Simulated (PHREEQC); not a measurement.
Solution (85 °C): 0.00031 mol/kgw Ca(HCO3)2, 8.1e-05 mol/kgw ZnCl2 and 0.00092 mol/kgw KF. Closed to the air; pH follows from the charge balance.

Model: ion-association model, phreeqc.dat, run in PHREEQC.

```tsv
quantity	before	after
pH	7.36	7.26
Zn+2 (mol/kgw)	3.72e-5	8.71e-6
ZnF+ (mol/kgw)	7.26e-7	3.82e-8
Zn(OH)2 (mol/kgw)	1.98e-7	3.24e-8
SI of Sylvite (KCl)	-8.03	-9.40
```

Task: Name the change that produced these shifts.
(A) ZnCl2 from 8.1e-05 to 0.000405 mol/kgw
(B) diluted 100-fold with water
(C) KF from 0.00092 to 0.000828 mol/kgw
(D) diluted 5-fold with water
(E) Ca(HCO3)2 left out

Result: D, diluted 5-fold with water

Precipitation was switched off in this run. Some of these states are supersaturated (in Fluorite, for instance). Away from 25 °C the constants follow the database's enthalpies or fits; those with neither stay at their 25 °C values.
